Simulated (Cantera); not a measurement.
A perfectly stirred reactor is fed with CH4 : O2 : N2 = 1 : 4.3 : 11.6 (molar parts), equivalence ratio 0.47, at 4650 Torr; it is adiabatic with a 475 K inlet, and is followed from long to short residence time, starting on the burning branch (τ in s: 0.078, 0.032, 0.014, 0.0056, 0.0023, 0.00098, 0.00041, 0.00017, 7.1e-05).

Detailed kinetics in Cantera: GRI-Mech 3.0 (53 species, 325 reactions).

x: mole fraction; the columns are a selection and need not sum to one.

```tsv
τ (s)	T (K)	x CH4	x O2	x NO2	x CO2	x CO	x CH3
0.078	1798	6.13e-6	0.136	7.91e-8	0.0591	9.19e-5	…
0.032	1796	1.27e-5	0.136	5.73e-8	0.0590	0.000181	…
0.014	1794	2.37e-5	0.136	5.19e-8	0.0588	0.000338	…
0.0056	1790	4.58e-5	0.136	5.36e-8	0.0584	0.000666	…
0.0023	1783	8.61e-5	0.137	5.58e-8	0.0577	0.00128	…
0.00098	1771	0.000160	0.137	5.19e-8	0.0564	0.00243	…
0.00041	1747	0.000323	0.139	3.92e-8	0.0538	0.00481	…
0.00017	1674	0.000988	0.143	1.96e-8	0.0454	0.0120	…
7.1e-5	475	0.0592	0.254	<1e-12	<1e-12	<1e-12	<1e-12
```

Question: Some entries are withheld; supply them.

Answer: 
- 0.078, x CH3: 1.22e-6
- 0.032, x CH3: 2.58e-6
- 0.014, x CH3: 4.88e-6
- 0.0056, x CH3: 9.41e-6
- 0.0023, x CH3: 1.72e-5
- 0.00098, x CH3: 3.04e-5
- 0.00041, x CH3: 5.54e-5
- 0.00017, x CH3: 0.000130
